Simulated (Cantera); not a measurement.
What does this Cantera script print?

```python
import numpy as np
import cantera as ct

gas = ct.Solution("h2o2.yaml")
gas.TPX = 1123, 1200, {'H2': 0.0047, 'O2': 1, 'N2': 1.1}
reactor = ct.IdealGasConstPressureReactor(gas, energy="off", clone=False)
net = ct.ReactorNet([reactor])
net.rtol, net.atol = 1e-08, 1e-18
show = ['H2', 'O2', 'O', 'H', 'H2O2']
times = np.geomspace(0.0002, 3, 12)

steps = ct.SolutionArray(gas, extra=["t"])
rows = []
print(f"{'t/s':>10s}{'T/K':>9s}{'P/Pa':>11s}" + "".join(f"{s:>11s}" for s in show))
for t in times:
    while net.time < t:
        t_next = net.step()
        steps.append(gas.state, t=t_next)
    rows.append([np.interp(t, steps.t, y) for y in (steps.T, steps.P, *steps(*show).X.T)])
    print(f"{t:10.3e}{rows[-1][0]:9.1f}{rows[-1][1]:11.4g}" + "".join(f"{x:11.3e}" for x in rows[-1][2:]))
rate = np.gradient(steps.T, steps.t)
print("integrator steps:", len(steps.t))
if steps.T.max() > steps.T[0] + 200:
    print(f"time of steepest temperature rise: {steps.t[rate.argmax()]:.4e} s")
gas.TPX = 1123, 1200, {'H2': 0.0047, 'O2': 1, 'N2': 1.1}
gas.equilibrate("TP")
print(f"equilibrium (TP): T = {gas.T:.1f} K  " + "  ".join(f"{s} {gas[s].X[0]:.3e}" for s in show))
```

It prints:

```
       t/s      T/K       P/Pa         H2         O2          O          H       H2O2
 2.000e-04   1123.0       1200  2.233e-03  4.751e-01  1.717e-11  2.037e-11  2.944e-16
 4.794e-04   1123.0       1200  2.233e-03  4.751e-01  6.569e-11  2.903e-11  1.689e-15
 1.149e-03   1123.0       1200  2.233e-03  4.751e-01  2.214e-10  4.177e-11  9.679e-15
 2.754e-03   1123.0       1200  2.233e-03  4.751e-01  8.152e-10  8.288e-11  5.521e-14
 6.601e-03   1123.0       1200  2.233e-03  4.751e-01  4.659e-09  3.275e-10  3.121e-13
 1.582e-02   1123.0       1200  2.233e-03  4.751e-01  1.078e-07  6.791e-09  1.820e-12
 3.792e-02   1123.0       1200  2.055e-03  4.750e-01  1.250e-04  8.861e-06  1.307e-09
 9.090e-02   1123.0       1200  8.236e-06  4.732e-01  1.805e-03  5.746e-05  4.724e-09
 2.179e-01   1123.0       1200  3.904e-06  4.734e-01  1.484e-03  3.900e-05  3.834e-09
 5.222e-01   1123.0       1200  2.579e-06  4.738e-01  9.759e-04  2.085e-05  3.680e-09
 1.252e+00   1123.0       1200  1.217e-06  4.742e-01  4.596e-04  6.762e-06  3.263e-09
 3.000e+00   1123.0       1200  3.946e-07  4.744e-01  1.499e-04  1.263e-06  2.376e-09
integrator steps: 975
equilibrium (TP): T = 1123.0 K  H2 6.855e-11  O2 4.745e-01  O 2.784e-08  H 3.240e-12  H2O2 1.936e-12
```

Cantera simulation using the H2/O2 subset of GRI-Mech 3.0, which has no nitrogen chemistry; the numbers are that mechanism's predictions, not measurements. Radical loss at walls, strong at low pressure, is not modelled.
